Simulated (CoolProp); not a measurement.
1-butene along the isobar 2.01 MPa: Z from the reference equation and from simpler models built on Tc = 146.1 °C, pc = 4.006 MPa, ω = 0.192; each cubic takes its own stable root.

Values from CoolProp's reference Helmholtz-energy equation of state, Lemmon 2005. It is a short technical equation, of lower accuracy than the large ones.

```csv
T (°C),phase,reference,Redlich-Kwong,Peng-Robinson
95.05,liquid,0.07592,0.09031,[?]
114.65,gas,0.7092,0.7349,[?]
134.25,gas,0.7701,0.7818,0.7605
153.85,gas,0.8118,0.8167,0.8006
173.45,gas,[?],[?],[?]
193.05,gas,0.8669,0.8654,0.8563
212.65,gas,[?],0.8831,[?]
232.25,gas,0.9021,0.8979,0.8932
251.85,gas,0.9152,0.9103,0.9073
```

Question: Some entries are withheld; supply them.

Answer: 
- 95.05, Peng-Robinson: 0.07643
- 114.65, Peng-Robinson: 0.7056
- 173.45, reference: 0.8428
- 173.45, Redlich-Kwong: 0.8437
- 173.45, Peng-Robinson: 0.8316
- 212.65, reference: 0.8863
- 212.65, Peng-Robinson: 0.8765
